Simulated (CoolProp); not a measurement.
Cyclopentane along the isobar 0.231 MPa: density (kg/m³) from the reference equation and from simpler models built on Tc = 238.6 °C, pc = 4.583 MPa, ω = 0.202; each cubic takes its own stable root.

The numbers come from the reference Helmholtz-energy equation of state, Gedanitz 2015 in CoolProp.

```json
[
 {"T (°C)": "40.65", "phase": "liquid", "reference": "724.9", "van der Waals": "6.526", "Redlich-Kwong": "678.4", "Soave-Redlich-Kwong": "694.1", "Peng-Robinson": "783.8"},
 {"T (°C)": "53.95", "phase": "liquid", "reference": "711.1", "van der Waals": "6.231", "Redlich-Kwong": "663.3", "Soave-Redlich-Kwong": "680.2", "Peng-Robinson": "768.8"},
 {"T (°C)": "67.25", "phase": "liquid", "reference": "696.8", "van der Waals": "5.963", "Redlich-Kwong": "6.062", "Soave-Redlich-Kwong": "665.5", "Peng-Robinson": "752.8"},
 {"T (°C)": "80.55", "phase": "gas", "reference": "5.867", "van der Waals": "5.718", "Redlich-Kwong": "5.799", "Soave-Redlich-Kwong": "5.824", "Peng-Robinson": "5.840"},
 {"T (°C)": "93.85", "phase": "gas", "reference": "5.612", "van der Waals": "5.494", "Redlich-Kwong": "5.560", "Soave-Redlich-Kwong": "5.580", "Peng-Robinson": "5.595"},
 {"T (°C)": "107.05", "phase": "gas", "reference": "5.383", "van der Waals": "5.288", "Redlich-Kwong": "5.343", "Soave-Redlich-Kwong": "5.359", "Peng-Robinson": "5.373"},
 {"T (°C)": "120.35", "phase": "gas", "reference": "5.173", "van der Waals": "5.097", "Redlich-Kwong": "5.142", "Soave-Redlich-Kwong": "5.155", "Peng-Robinson": "5.168"},
 {"T (°C)": "133.65", "phase": "gas", "reference": "4.981", "van der Waals": "4.919", "Redlich-Kwong": "4.957", "Soave-Redlich-Kwong": "4.967", "Peng-Robinson": "4.979"},
 {"T (°C)": "146.95", "phase": "gas", "reference": "4.804", "van der Waals": "4.754", "Redlich-Kwong": "4.785", "Soave-Redlich-Kwong": "4.793", "Peng-Robinson": "4.805"},
 {"T (°C)": "160.25", "phase": "gas", "reference": "4.640", "van der Waals": "4.600", "Redlich-Kwong": "4.626", "Soave-Redlich-Kwong": "4.632", "Peng-Robinson": "4.643"},
 {"T (°C)": "173.55", "phase": "gas", "reference": "4.488", "van der Waals": "4.456", "Redlich-Kwong": "4.477", "Soave-Redlich-Kwong": "4.482", "Peng-Robinson": "4.492"},
 {"T (°C)": "186.85", "phase": "gas", "reference": "4.347", "van der Waals": "4.321", "Redlich-Kwong": "4.339", "Soave-Redlich-Kwong": "4.342", "Peng-Robinson": "4.352"},
 {"T (°C)": "200.05", "phase": "gas", "reference": "4.216", "van der Waals": "4.195", "Redlich-Kwong": "4.210", "Soave-Redlich-Kwong": "4.212", "Peng-Robinson": "4.221"},
 {"T (°C)": "213.35", "phase": "gas", "reference": "4.092", "van der Waals": "4.075", "Redlich-Kwong": "4.087", "Soave-Redlich-Kwong": "4.089", "Peng-Robinson": "4.097"},
 {"T (°C)": "226.65", "phase": "gas", "reference": "3.976", "van der Waals": "3.962", "Redlich-Kwong": "3.972", "Soave-Redlich-Kwong": "3.973", "Peng-Robinson": "3.981"}
]
```

At some of these states van der Waals, Redlich-Kwong gives the other phase, because its saturation line lies elsewhere.
